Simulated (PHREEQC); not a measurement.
Make-up at 25 °C: 0.026 mol/kgw H2SO4, 0.006 mol/kgw ZnSO4 and 0.065 mol/kgw NiSO4. Closed to the air; pH follows from the charge balance.

All values are PHREEQC results (ion-association model, wateq4f.dat), not measurements.

Each row changes one thing in this solution. No solid was allowed to form.

| case | pH | ionic strength (mol/kgw) | SO4-2 (mol/kgw) | HSO4- (mol/kgw) | NiSO4 (mol/kgw) | Ni(SO4)2-2 (mol/kgw) | SI of Morenosite (NiSO4:7H2O) |
|---|---|---|---|---|---|---|---|
| as made | 1.73 | 0.187 | 0.0383 | 0.0285 | 0.0262 | 5.34e-5 | -1.50 |
| NiSO4 from 0.065 to 0.0585 mol/kgw | 1.71 | 0.175 | 0.0356 | 0.0279 | 0.0231 | 4.41e-5 | -1.56 |
| temperature from 25 to 80 °C | 2.04 | 0.171 | 0.0287 | 0.0403 | 0.0248 | 2.59e-5 | -2.04 |
| ZnSO4 left out | 1.72 | 0.177 | 0.0367 | 0.0282 | 0.0260 | 5.11e-5 | -1.50 |
| H2SO4 left out | 5.95 | 0.158 | 0.0387 | 1.80e-6 | 0.0280 | 5.85e-5 | -1.47 |
| 0.0095 mol/kgw CO2 added | 1.73 | 0.187 | 0.0383 | 0.0285 | 0.0262 | 5.34e-5 | -1.50 |

Species that the database lacks are ignored. At this temperature some constants are extrapolated from 25 °C, and those without enthalpy data are left unchanged.
